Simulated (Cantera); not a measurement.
A Cantera script and what it prints.

```python
import numpy as np
import cantera as ct

gas_names = """
    C CH CH2 CH3 CH2OH CH3O CH4 CH3OH CO CO2 COOH C2 C2H CHCO,ketyl C2H2,acetylene C2H2,vinylidene
    CH2CO,ketene C2H3,vinyl CH3CO,acetyl C2H4 C2H4O,ethylen CH3CHO,ethanal CH3COOH (HCOOH)2 C2H5 C2H6
    CH3OCH3 C2H5OH C2O C3 C3H3,propargyl C3H4,allene C3H4,propyne C3H4,cyclo- C3H5,allyl C3H6,propylene
    C3H6,cyclo- C3H6O C3H7,n-propyl C3H7,i-propyl C3H8 C3H8O,1propanol C3H8O,2propanol C3O2 C4 C4H2
    C4H4,1,3-cyclo- C4H6,butadiene C4H6,2-butyne C4H6,cyclo- C4H8,1-butene C4H8,cis2-buten
    C4H8,tr2-butene C4H8,isobutene C4H8,cyclo- (CH3COOH)2 C4H9,n-butyl C4H9,i-butyl C4H9,s-butyl
    C4H9,t-butyl C4H10,isobutane C4H10,n-butane C5 C5H6,1,3cyclo- C5H8,cyclo- C5H10,1-pentene
    C5H10,cyclo- C5H11,pentyl C5H11,t-pentyl C5H12,n-pentane C5H12,i-pentane CH3C(CH3)2CH3 C6H2
    C6H5,phenyl C6H5O,phenoxy C6H6 C6H5OH,phenol C6H10,cyclo- C6H12,1-hexene C6H12,cyclo- C6H13,n-hexyl
    C7H7,benzyl C7H8 C7H8O,cresol C7H14,1-heptene C7H15,n-heptyl C7H16,n-heptane C8H8,styrene
    C8H10,ethylbenz C8H16,1-octene C8H17,n-octyl C8H18,isooctane C8H18,n-octane C9H19,n-nonyl
    C10H8,naphthale C10H21,n-decyl C12H9,o-bipheny C12H10,bipheny Fe FeC5O5 FeO Fe(OH)2 H HCO HO2 H2
    HCHO,formaldehy HCOOH H2O H2O2 O OH O2 O3
""".split()
cond_names = """
    C(gr) C6H6(L) C7H8(L) C8H18(L),n-octa Fe(a) Fe(c) Fe(d) Fe(L) FeC5O5(L) FeO(s) FeO(L) Fe(OH)2(s)
    Fe(OH)3(s) Fe2O3(s) Fe3O4(s) H2O(s) H2O(L)
""".split()


def load(file, names, dense=False):
    # The tables refer to 1 bar. Condensed volumes are neglected.
    table = {s.name: s for s in ct.Species.list_from_file(file)}
    out = []
    for n in names:
        d = dict(table[n].input_data)
        d["thermo"] = dict(d["thermo"], **{"reference-pressure": 1e5})
        if dense:
            d["equation-of-state"] = {"model": "constant-volume", "density": "1e6 g/cm^3"}
        out.append(ct.Species.from_dict(d))
    return out


gas = ct.Solution(thermo="ideal-gas", species=load("nasa_gas.yaml", gas_names))
cond = {s.name: ct.Solution(thermo="fixed-stoichiometry", species=[s], name=s.name)
        for s in load("nasa_condensed.yaml", cond_names, dense=True)}
atoms = {
    'Fe2O3': {'Fe': 2, 'O': 3},
    'CO': {'C': 1, 'O': 1},
    'H2': {'H': 2},
}
top_T = {'C(gr)': 4500, 'Fe2O3(s)': 1830, 'Fe3O4(s)': 1870}  # K; cautious upper limits of use, not melting points


def equilibrate(T, P, feed):
    n = {}
    for name, mol in feed.items():
        for a, k in atoms[name].items():
            n[a] = n.get(a, 0.0) + k * mol
    gas.TPX = T, P, n
    mass = sum(n.values()) * gas.mean_molecular_weight
    gas.equilibrate("TP")
    valid = [c for c in cond.values() if c.min_temp <= T <= top_T.get(c.name, c.max_temp)]
    mix = ct.Mixture([(gas, mass / gas.mean_molecular_weight)] + [(c, 0.0) for c in valid])
    mix.T, mix.P = T, P
    mix.equilibrate("TP", solver="vcs", rtol=1e-11, max_steps=5000)
    return mix


results = []
feed = {'Fe2O3': 1, 'CO': 12, 'H2': 1}  # mol
T = 2375  # K
P = 2100  # Pa
mix = equilibrate(T, P, feed)
results.append((T, P, feed, dict(zip(mix.species_names, mix.species_moles))))
x = sorted(zip(gas.X, gas.species_names), reverse=True)
print(f"T = {T:g} K  P = {P:g} Pa  gas = {mix.phase_moles(0):.4g} mol")
print("   x: " + "  ".join(f"{s} {v:.3e}" for v, s in x if v > 1e-06))
print("   condensed (mol): " + ("  ".join(f"{mix.phase(i).name} {mix.phase_moles(i):.4g}"
      for i in range(1, mix.n_phases) if mix.phase_moles(i) > 1e-12) or "none"))
```

It prints:

```
T = 2375 K  P = 2100 Pa  gas = 15.18 mol
   x: CO 6.400e-01  CO2 1.506e-01  Fe 1.245e-01  H2O 3.270e-02  H2 2.381e-02  H 1.502e-02  FeO 7.242e-03  OH 3.672e-03  O 1.558e-03  O2 8.879e-04  Fe(OH)2 3.148e-05
   condensed (mol): none
```

Equilibrium computed with Cantera from the NASA thermochemical tables; the gas is ideal and each condensed phase is pure.
